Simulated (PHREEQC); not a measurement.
**Leach liquor: an equilibrium model**

Consider water at 25 °C with 0.034 mol H2SO4, 0.064 mol FeSO4 and 8.4e-05 mol MnSO4 per kg of water. Closed to the air; pH follows from the charge balance.

Model: ion-association model, phreeqc.dat, run in PHREEQC.

Each row changes one thing in this solution. This is a speciation only: nothing precipitates in the calculation.

```tsv
case	pH	ionic strength (mol/kgw)	SO4-2 (mol/kgw)	HSO4- (mol/kgw)
as made	1.63	0.179	0.0364	0.0337
FeSO4 from 0.064 to 0.32 mol/kgw	1.98	0.637	0.149	0.0379
MnSO4 left out	1.63	0.179	0.0363	0.0337
H2SO4 left out	5.87	0.147	0.0368	2.08e-6
FeSO4 left out	1.42	0.0565	0.0112	0.0228
H2SO4 from 0.034 to 0.0374 mol/kgw	1.59	0.182	0.0364	0.0370
diluted 10-fold with water	2.36	0.0255	0.00636	0.00175
H2SO4 replaced by CdSO4 at the same molality	5.87	0.202	0.0439	2.25e-6
```

Species that the database lacks are ignored.
